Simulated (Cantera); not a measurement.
Charge: 1 mol trisilylamine, a varied amount of N2, 0.14 mol H2, held at 725 K and 39.0 Torr.

Equilibrium computed with Cantera from the NASA thermochemical tables; the gas is ideal and each condensed phase is pure. Candidate condensed phases: Si, Si3N4; 18 gas species. The feed counts by its element totals alone. The numbers say what is thermodynamically allowed, not how fast it happens.

Problem. At 1.8 mol N2, list the 3 most abundant gas species with their mole fractions, and the condensed phases.

Solution. H2 0.939, N2 0.0607, NH3 7.99e-5. Condensed: Si3N4(s).
